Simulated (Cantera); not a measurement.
An isothermal, constant-pressure homogeneous reactor starts with 56.2 % N2O, 43.8 % N2, at 1250 K and 1350 Torr.

Model: GRI-Mech 3.0 (53 species, 325 reactions), integrated in Cantera. GRI-Mech 3.0 was tuned for natural gas; its chemistry of N2O as a main component is partial and can be far from experiment. The mechanism lacks the step 2 NO + O2 → 2 NO2, which can matter for NO2 below about 1400 K. The temperature is held fixed by assumption; the heat of reaction is taken as removed at once.

x: mole fraction; the columns are a selection and need not sum to one.

```tsv
t (s)	x N2O	x N2	x O	x NO2	x NO
1.00e-5	0.562	0.438	3.02e-6	1.36e-11	1.00e-6
2.74e-5	0.562	0.438	3.47e-6	2.12e-10	3.96e-6
7.53e-5	0.562	0.438	3.48e-6	2.06e-9	1.24e-5
0.000207	0.561	0.438	3.48e-6	1.68e-8	3.55e-5
0.000567	0.561	0.439	3.48e-6	1.26e-7	9.88e-5
0.00156	0.559	0.440	3.48e-6	8.80e-7	0.000271
0.00427	0.554	0.442	3.46e-6	5.34e-6	0.000737
0.0117	0.541	0.450	3.40e-6	2.48e-5	0.00197
0.0321	0.508	0.468	3.25e-6	8.16e-5	0.00508
0.0882	0.432	0.511	2.89e-6	0.000209	0.0119
0.242	[?]	[?]	[?]	[?]	[?]
0.664	0.126	0.687	1.17e-6	0.000604	0.0332
1.82	0.0220	0.749	2.81e-7	0.000651	0.0358
5.00	[?]	0.763	[?]	0.000629	0.0357
```

Task: Some entries are withheld; supply them.

Result: 
- 0.242, x N2O: 0.293
- 0.242, x N2: 0.590
- 0.242, x O: 2.19e-6
- 0.242, x NO2: 0.000417
- 0.242, x NO: 0.0232
- 5.00, x N2O: 0.000378
- 5.00, x O: 2.82e-8
